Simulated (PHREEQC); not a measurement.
# Leach liquor: an equilibrium model

Solution (25 °C): 7.9 mmol/kgw HCl, 0.073 mmol/kgw ZnSO4 and 5.7 mmol/kgw Fe2(SO4)3. Closed to the air; pH follows from the charge balance.

The numbers come from PHREEQC with the ion-association model, wateq4f.dat.

No solid was allowed to form.

Q: Estimate the pH.

A: pH 2.24.

Q: In which forms is Fe present?

A: FeSO4+ 79 %, Fe+3 7.6 %, FeOH+2 4.8 %, Fe(SO4)2- 4.7 %, FeHSO4+2 2.0 %, FeCl+2 0.9 % of the Fe.

Saturation is exceeded, for instance for Hematite (slow to form), Goethite (slow to form); the values hold only as long as no solid forms.
